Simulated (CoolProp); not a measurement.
R236FA along the isobar 0.101 MPa: density (kg/m³) from the reference equation and from simpler models built on Tc = 124.9 °C, pc = 3.191 MPa, ω = 0.377; each cubic takes its own stable root.

Computed with CoolProp (reference Helmholtz-energy equation of state, Pan 2012).

| T (°C) | phase | reference | van der Waals | Soave-Redlich-Kwong | Peng-Robinson |
|---|---|---|---|---|---|
| -57.75 | liquid | 1611 | 8.930 | 1445 | 1626 |
| -37.25 | liquid | 1553 | 8.091 | 1401 | 1579 |
| -16.75 | liquid | 1493 | 7.401 | 1351 | 1525 |
| 3.75 | gas | 6.970 | 6.823 | 6.917 | 6.928 |
| 24.25 | gas | 6.420 | 6.330 | 6.393 | 6.403 |
| 44.75 | gas | 5.962 | 5.905 | 5.948 | 5.957 |
| 65.35 | gas | 5.568 | 5.533 | 5.561 | 5.569 |
| 85.85 | gas | 5.230 | 5.208 | 5.226 | 5.233 |
| 106.35 | gas | 4.932 | 4.919 | 4.930 | 4.936 |
| 126.85 | gas | 4.668 | 4.661 | 4.667 | 4.673 |

At some of these states van der Waals gives the other phase, because its saturation line lies elsewhere.
